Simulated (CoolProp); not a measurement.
Vapour-liquid equilibrium of toluene (1) + m-xylene (2) at 403.3 K; x and y are mole fractions of (1).

Values from CoolProp's multi-fluid Helmholtz-energy mixture model, Lemmon 2006 and Zhou 2012; pair parameters Bell 2016.

```json
[
 {"x": "0.05", "bubble pressure, mixture model (MPa)": "0.08416", "bubble pressure, Raoult's law (MPa)": "0.08387", "y, mixture model": "0.103", "y, Raoult's law": "0.102"},
 {"x": "0.125", "bubble pressure, mixture model (MPa)": "0.09166", "bubble pressure, Raoult's law (MPa)": "0.09076", "y, mixture model": "0.239", "y, Raoult's law": "0.236"},
 {"x": "0.2", "bubble pressure, mixture model (MPa)": "0.09926", "bubble pressure, Raoult's law (MPa)": "0.09765", "y, mixture model": "?", "y, Raoult's law": "0.351"},
 {"x": "0.275", "bubble pressure, mixture model (MPa)": "0.1068", "bubble pressure, Raoult's law (MPa)": "0.1045", "y, mixture model": "0.455", "y, Raoult's law": "0.450"},
 {"x": "0.35", "bubble pressure, mixture model (MPa)": "0.1143", "bubble pressure, Raoult's law (MPa)": "0.1114", "y, mixture model": "0.541", "y, Raoult's law": "0.538"},
 {"x": "0.425", "bubble pressure, mixture model (MPa)": "0.1216", "bubble pressure, Raoult's law (MPa)": "0.1183", "y, mixture model": "0.616", "y, Raoult's law": "0.615"},
 {"x": "0.5", "bubble pressure, mixture model (MPa)": "0.1287", "bubble pressure, Raoult's law (MPa)": "0.1252", "y, mixture model": "0.681", "y, Raoult's law": "0.683"},
 {"x": "0.575", "bubble pressure, mixture model (MPa)": "0.1356", "bubble pressure, Raoult's law (MPa)": "0.1321", "y, mixture model": "0.740", "y, Raoult's law": "0.745"},
 {"x": "0.65", "bubble pressure, mixture model (MPa)": "?", "bubble pressure, Raoult's law (MPa)": "0.1390", "y, mixture model": "0.792", "y, Raoult's law": "0.800"},
 {"x": "0.725", "bubble pressure, mixture model (MPa)": "?", "bubble pressure, Raoult's law (MPa)": "0.1459", "y, mixture model": "0.841", "y, Raoult's law": "0.851"},
 {"x": "0.8", "bubble pressure, mixture model (MPa)": "0.1550", "bubble pressure, Raoult's law (MPa)": "0.1528", "y, mixture model": "?", "y, Raoult's law": "0.896"},
 {"x": "0.875", "bubble pressure, mixture model (MPa)": "0.1612", "bubble pressure, Raoult's law (MPa)": "0.1597", "y, mixture model": "?", "y, Raoult's law": "0.938"},
 {"x": "0.95", "bubble pressure, mixture model (MPa)": "?", "bubble pressure, Raoult's law (MPa)": "0.1666", "y, mixture model": "0.972", "y, Raoult's law": "0.976"}
]
```

### Question
Complete the blanks.

### Answer

- 0.2, y, mixture model: 0.356
- 0.65, bubble pressure, mixture model (MPa): 0.1423
- 0.725, bubble pressure, mixture model (MPa): 0.1488
- 0.8, y, mixture model: 0.886
- 0.875, y, mixture model: 0.929
- 0.95, bubble pressure, mixture model (MPa): 0.1672

The largest gap from Raoult's law is +2.8 % in bubble pressure, at x = 0.5. No azeotrope shows between x = 0.05 and 0.95.

The pair parameters rest on a limited set of measurements; away from them the model extrapolates.
